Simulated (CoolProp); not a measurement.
Vapour-liquid equilibrium of ethanol (1) + hexamethyldisiloxane (MM) (2) at 0.139 MPa; x and y are mole fractions of (1).

Computed with CoolProp (multi-fluid Helmholtz-energy mixture model, Schroeder 2014 and Thol 2016; pair parameters Bell 2016).

Give the bubble temperature and the first vapour's composition at x = 0.05, 0.35, 0.5. Is there an azeotrope?

x = 0.05: 375.0 K, y = 0.262; x = 0.35: 359.5 K, y = 0.614; x = 0.5: 358.2 K, y = 0.657. y crosses x between x = 0.65 and 0.8: the model has an azeotrope there.

Pair parameters are fitted to limited data, so mixtures are less certain than the pure fluids.
